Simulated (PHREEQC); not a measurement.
Solution (25 °C): 170 mmol/kgw CaCl2, 0.098 mmol/kgw NaHCO3 and 86 mmol/kgw MgSO4. Closed to the air; pH follows from the charge balance.

All values are PHREEQC results (ion-association model, wateq4f.dat), not measurements.

```json
[
 {"quantity": "pH", "before": "7.25", "after": "7.32"},
 {"quantity": "CaSO4 (mol/kgw)", "before": "0.0338", "after": "0.0157"},
 {"quantity": "SO4-2 (mol/kgw)", "before": "0.0306", "after": "0.0177"},
 {"quantity": "SI of Gypsum (CaSO4:2H2O)", "before": "+0.86", "after": "+0.50"},
 {"quantity": "SI of Epsomite (MgSO4:7H2O)", "before": "-1.87", "after": "-2.23"}
]
```

### Question
Which change was made?
A) MgSO4 from 0.086 to 0.129 mol/kgw
B) diluted 2-fold with water
C) NaHCO3 left out
D) MgSO4 from 0.086 to 0.043 mol/kgw
E) NaHCO3 replaced by NaAlO2 at the same molality

### Answer
B, diluted 2-fold with water

No solid was allowed to form. Some of these states are supersaturated (in Gypsum, for instance).
